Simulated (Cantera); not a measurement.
Input (Python, Cantera) and output of one run.

```python
import numpy as np
import cantera as ct

gas_names = """
    H HO2 H2 H2O H2O2 H2S H2SO4 K KH KO KOH K2 K2O2H2 K2SO4 O OH O2 O3 S SH SO SO2 SO3 S2 S2O S8
""".split()
cond_names = """
    H2O(s) H2O(L) H2SO4(L) K(cr) K(L) KOH(a) KOH(b) KOH(L) KO2(s) K2O(s) K2O2(s) K2S(1) K2S(2) K2S(3)
    K2S(L) K2SO4(a) K2SO4(b) K2SO4(L) S(cr1) S(cr2) S(L)
""".split()


# ... load() reads the species with a 1 bar reference pressure and builds the phases ...
atoms = {
    'K2SO4': {'K': 2, 'S': 1, 'O': 4},
    'H2': {'H': 2},
}
top_T = {'KO2(s)': 780, 'K2O(s)': 1000, 'K2O2(s)': 760}  # K; cautious upper limits of use, not melting points


# ... equilibrate(T, P, feed) seeds the gas with the atoms and calls Mixture.equilibrate('TP', solver="vcs", rtol=1e-11, max_steps=5000) ...
results = []
P = 12000  # Pa
for T in [1748, 1773, 1798, 1823, 1848, 1873, 1898, 1923, 1948, 1973, 1998, 2023]:
    for m in [0.055, 0.1, 0.2, 0.39, 0.74, 1.4, 2.7, 5.2, 10]:
        feed = {'K2SO4': 1, 'H2': m}  # mol
        mix = equilibrate(T, P, feed)
        results.append((T, P, feed, dict(zip(mix.species_names, mix.species_moles))))

for T, P, feed, n in results:
    print(f"{T:7g} {feed['H2']:10.4g}  " + (" + ".join(c for c in cond_names if n.get(c, 0) > 1e-12) or "gas only"))
```

It prints:

```
   1748      0.055  K2SO4(L)
   1748        0.1  K2SO4(L)
   1748        0.2  K2SO4(L)
   1748       0.39  K2SO4(L)
   1748       0.74  K2SO4(L)
   1748        1.4  gas only
   1748        2.7  gas only
   1748        5.2  gas only
   1748         10  gas only
   1773      0.055  K2SO4(L)
   1773        0.1  K2SO4(L)
   1773        0.2  K2SO4(L)
   1773       0.39  K2SO4(L)
   1773       0.74  K2SO4(L)
   1773        1.4  gas only
   1773        2.7  gas only
   1773        5.2  gas only
   1773         10  gas only
   1798      0.055  K2SO4(L)
   1798        0.1  K2SO4(L)
   1798        0.2  K2SO4(L)
   1798       0.39  K2SO4(L)
   1798       0.74  K2SO4(L)
   1798        1.4  gas only
   1798        2.7  gas only
   1798        5.2  gas only
   1798         10  gas only
   1823      0.055  K2SO4(L)
   1823        0.1  K2SO4(L)
   1823        0.2  K2SO4(L)
   1823       0.39  K2SO4(L)
   1823       0.74  K2SO4(L)
   1823        1.4  gas only
   1823        2.7  gas only
   1823        5.2  gas only
   1823         10  gas only
   1848      0.055  K2SO4(L)
   1848        0.1  K2SO4(L)
   1848        0.2  K2SO4(L)
   1848       0.39  K2SO4(L)
   1848       0.74  K2SO4(L)
   1848        1.4  gas only
   1848        2.7  gas only
   1848        5.2  gas only
   1848         10  gas only
   1873      0.055  K2SO4(L)
   1873        0.1  K2SO4(L)
   1873        0.2  K2SO4(L)
   1873       0.39  K2SO4(L)
   1873       0.74  K2SO4(L)
   1873        1.4  gas only
   1873        2.7  gas only
   1873        5.2  gas only
   1873         10  gas only
   1898      0.055  K2SO4(L)
   1898        0.1  K2SO4(L)
   1898        0.2  K2SO4(L)
   1898       0.39  K2SO4(L)
   1898       0.74  K2SO4(L)
   1898        1.4  gas only
   1898        2.7  gas only
   1898        5.2  gas only
   1898         10  gas only
   1923      0.055  K2SO4(L)
   1923        0.1  K2SO4(L)
   1923        0.2  K2SO4(L)
   1923       0.39  K2SO4(L)
   1923       0.74  K2SO4(L)
   1923        1.4  gas only
   1923        2.7  gas only
   1923        5.2  gas only
   1923         10  gas only
   1948      0.055  K2SO4(L)
   1948        0.1  K2SO4(L)
   1948        0.2  K2SO4(L)
   1948       0.39  K2SO4(L)
   1948       0.74  K2SO4(L)
   1948        1.4  gas only
   1948        2.7  gas only
   1948        5.2  gas only
   1948         10  gas only
   1973      0.055  K2SO4(L)
   1973        0.1  K2SO4(L)
   1973        0.2  K2SO4(L)
   1973       0.39  K2SO4(L)
   1973       0.74  gas only
   1973        1.4  gas only
   1973        2.7  gas only
   1973        5.2  gas only
   1973         10  gas only
   1998      0.055  K2SO4(L)
   1998        0.1  K2SO4(L)
   1998        0.2  K2SO4(L)
   1998       0.39  K2SO4(L)
   1998       0.74  gas only
   1998        1.4  gas only
   1998        2.7  gas only
   1998        5.2  gas only
   1998         10  gas only
   2023      0.055  K2SO4(L)
   2023        0.1  K2SO4(L)
   2023        0.2  K2SO4(L)
   2023       0.39  gas only
   2023       0.74  gas only
   2023        1.4  gas only
   2023        2.7  gas only
   2023        5.2  gas only
   2023         10  gas only
```

Cantera equilibrium calculation (NASA polynomials, part measured and part estimated; ideal gas, pure solids and liquids).
